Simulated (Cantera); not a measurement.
A jet of 3.78 % CH₄, 10.8 % O₂, 85.4 % N₂ at 300 K and 0.0632 atm hits a platinum plate 3.9 cm away at a mass flux of 0.074 kg/m²/s; the plate temperature is set and raised in steps from an oxygen-covered start.

Cantera simulation using Deutschmann's 1995 Pt surface mechanism with GRI-Mech 3.0 gas chemistry; the numbers are that mechanism's predictions, not measurements. Catalytic surfaces can have several steady states; this one follows from the mechanism file's or the stated starting coverage.

One state of this run: wall x CH₄ = 0.00606; wall x O₂ = 0.0412; wall x H₂O = 0.0580; wall x OH = 1.61e-5; wall x CO = 2.96e-5; wall x CO₂ = 0.0384; θ free Pt = 0.780; θ O* = 0.220; θ OH* = 0.000504. x: mole fraction at the wall; θ: surface coverage.

Question: Which value of plate T (K) does it belong to?
(A) 950
(B) 1200
(C) 1000
(D) 1300

Answer: D, 1300
